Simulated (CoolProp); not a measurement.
Properties of n-nonane at several states (Tc = 594.5 K, pc = 22.82 bar, ω = 0.443).

Model: reference Helmholtz-energy equation of state, Lemmon 2006, in CoolProp. It is a short technical equation, of lower accuracy than the large ones.

```json
[
 {"T (K)": "277.9", "p (bar)": "12.2", "phase": "liquid", "density (kg/m³)": "730.9", "cp (kJ/(kg K))": "2.136", "isothermal compressibility (1/MPa)": "0.001021", "viscosity (µPa s)": "883", "conductivity (mW/(m K))": "133"},
 {"T (K)": "583.7", "p (bar)": "3.92", "phase": "gas", "density (kg/m³)": "11.11", "cp (kJ/(kg K))": "2.851", "isothermal compressibility (1/MPa)": "2.748", "viscosity (µPa s)": "10.4", "conductivity (mW/(m K))": "39.6"},
 {"T (K)": "469.5", "p (bar)": "96", "phase": "liquid", "density (kg/m³)": "589.4", "cp (kJ/(kg K))": "2.875", "isothermal compressibility (1/MPa)": "0.003776", "viscosity (µPa s)": "175", "conductivity (mW/(m K))": "97.4"},
 {"T (K)": "351.7", "p (bar)": "0.322", "phase": "liquid", "density (kg/m³)": "671.2", "cp (kJ/(kg K))": "2.418", "isothermal compressibility (1/MPa)": "0.001798", "viscosity (µPa s)": "371", "conductivity (mW/(m K))": "113"},
 {"T (K)": "480.4", "p (bar)": "6.39", "phase": "liquid", "density (kg/m³)": "553.3", "cp (kJ/(kg K))": "3.002", "isothermal compressibility (1/MPa)": "0.006931", "viscosity (µPa s)": "139", "conductivity (mW/(m K))": "87.6"}
]
```

Viscosity comes from a separate model (Huber 2004). Thermal conductivity comes from a separate model (Huber 2005).
